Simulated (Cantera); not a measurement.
A perfectly stirred reactor is fed with 6.25 % CH₄, 93.8 % H₂, at 100.0 Torr; it is held at 1825 K, and followed from long to short residence time.

Computed with Cantera and GRI-Mech 3.0 (53 species, 325 reactions). GRI-Mech 3.0 stops at C3 and has no aromatics, soot or wall deposition, so with more carbon than oxygen in the feed, carbon stays in small species such as C2H2 where larger ones or solid carbon would form.

Predict: x(CH₄) at τ = 0.480 s; x(H₂) at τ = 0.480 s; x(C₂H₂) at τ = 0.480 s; x(C₂H₆) at τ = 0.480 s; x(CH₂) at τ = 0.480 s; x(CH₄) at τ = 42.0 ms; x(H₂) at τ = 42.0 ms; x(C₂H₂) at τ = 42.0 ms; x(C₂H₆) at τ = 42.0 ms; x(CH₂) at τ = 42.0 ms.


```
Quantity                  Value
----------------------  -------
x(CH₄) at τ = 0.480 s    0.0120
x(H₂) at τ = 0.480 s      0.963
x(C₂H₂) at τ = 0.480 s   0.0235
x(C₂H₆) at τ = 0.480 s  8.52e-7
x(CH₂) at τ = 0.480 s   3.64e-7
x(CH₄) at τ = 42.0 ms    0.0330
x(H₂) at τ = 42.0 ms      0.952
x(C₂H₂) at τ = 42.0 ms   0.0134
x(C₂H₆) at τ = 42.0 ms  5.79e-6
x(CH₂) at τ = 42.0 ms   7.98e-7
```
